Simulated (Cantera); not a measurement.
Cantera with NASA thermochemical tables; ideal gases at 1 bar, condensed phases pure. Values are per mole of reaction as written; species without (g) are pure solids or liquids, kept so even where they would boil at 1 bar.

4 Al + O₂(g) ⇌ 2 Al₂O(g)

```csv
T (K),ΔH° (kJ),ΔS° (J/K),ΔG° (kJ),log10 K
1150,-361.5,99.4,-475.8,21.61
1300,-367.6,94.4,-490.3,19.70
1450,…,…,…,…
1600,-379.7,86.0,-517.3,16.89
1750,-385.8,82.4,-530.0,15.82
1900,…,…,…,…
2050,-398.0,75.9,-553.7,14.11
2200,…,…,…,…
2350,-410.4,70.3,-575.6,12.79
2500,…,…,…,…
```

Complete the blanks.


- 1450, ΔH° (kJ): -373.6
- 1450, ΔS° (J/K): 90.0
- 1450, ΔG° (kJ): -504.1
- 1450, log10 K: 18.16
- 1900, ΔH° (kJ): -391.9
- 1900, ΔS° (J/K): 79.1
- 1900, ΔG° (kJ): -542.1
- 1900, log10 K: 14.90
- 2200, ΔH° (kJ): -404.2
- 2200, ΔS° (J/K): 73.0
- 2200, ΔG° (kJ): -564.9
- 2200, log10 K: 13.41
- 2500, ΔH° (kJ): -416.6
- 2500, ΔS° (J/K): 67.7
- 2500, ΔG° (kJ): -586.0
- 2500, log10 K: 12.24
